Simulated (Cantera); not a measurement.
## Reactions in the system H-N-Nb-O

Standard-state values (1 bar) from the NASA 1993 polynomials, evaluated with Cantera. Values are per mole of reaction as written; species without (g) are pure solids or liquids, kept so even where they would boil at 1 bar.

N2O(g) + 3 H2O(g) + 8 NbO2(g) → 4 Nb2O5 + 2 NH3(g)

| T (K) | ΔH° (kJ) | ΔS° (J/K) | ΔG° (kJ) | log10 K | condensed phases |
|---|---|---|---|---|---|
| 300 | -5446.0 | -2034.1 | -4835.8 | 841.97 | Nb2O5(s) |
| 1448 | -5246.1 | -1778.7 | -2670.5 | 96.33 | Nb2O5(s) |
| 1498 | -5236.0 | -1771.9 | -2581.7 | 90.02 | Nb2O5(s) |
| 1548 | -5225.9 | -1765.2 | -2493.3 | 84.13 | Nb2O5(s) |
| 1598 | -5215.8 | -1758.8 | -2405.2 | 78.62 | Nb2O5(s) |
| 1648 | -5205.7 | -1752.6 | -2317.4 | 73.45 | Nb2O5(s) |
| 1698 | -5195.6 | -1746.6 | -2229.9 | 68.60 | Nb2O5(s) |
| 1748 | -5185.5 | -1740.7 | -2142.8 | 64.03 | Nb2O5(s) |
| 1798 | -4755.3 | -1499.6 | -2058.9 | 59.81 | Nb2O5(l) |
| 1848 | -4733.3 | -1487.6 | -1984.2 | 56.08 | Nb2O5(l) |
| 1898 | -4711.5 | -1475.9 | -1910.1 | 52.57 | Nb2O5(l) |
